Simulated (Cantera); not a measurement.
Transport properties of process gases

Gas mixture: 100 % N₂O, at 0.975 Torr, frozen composition.

Cantera's kinetic-theory transport with the Lennard-Jones parameters of GRI-Mech 3.0, ideal gas; thermal conductivity in the mixture-averaged form. The composition is frozen, though it would react at the higher temperatures.

| T (K) | ρ (kg/m³) | cp (J/kg/K) | μ (µPa s) | λ (mW/m/K) | Pr | D (cm²/s) CO₂ | D (cm²/s) H₂ | D (cm²/s) H |
|---|---|---|---|---|---|---|---|---|
| 400 | 0.00172 | 970.3 | 19.5 | 25.5 | 0.741 | 150 | 841 | 1290 |
| 600 | 0.00115 | 1101 | 27.3 | 40.7 | 0.739 | 316 | 1680 | 2670 |
| 800 | 0.000860 | 1192 | 34.0 | 54.9 | 0.739 | 526 | 2720 | 4410 |
| 1000 | 0.000688 | 1255 | 40.0 | 68.0 | 0.739 | 775 | 3950 | 6450 |
| 1200 | 0.000573 | 1294 | 45.5 | 80.1 | 0.735 | 1060 | 5340 | 8780 |
| 1400 | 0.000492 | 1327 | 50.5 | 91.4 | 0.733 | 1380 | 6900 | 11400 |
| 1600 | 0.000430 | 1353 | 55.2 | 102 | 0.732 | 1720 | 8610 | 14200 |
| 1800 | 0.000382 | 1375 | 59.7 | 112 | 0.732 | 2100 | 10500 | 17300 |
D: mixture-averaged diffusion coefficient of that species in the mixture.
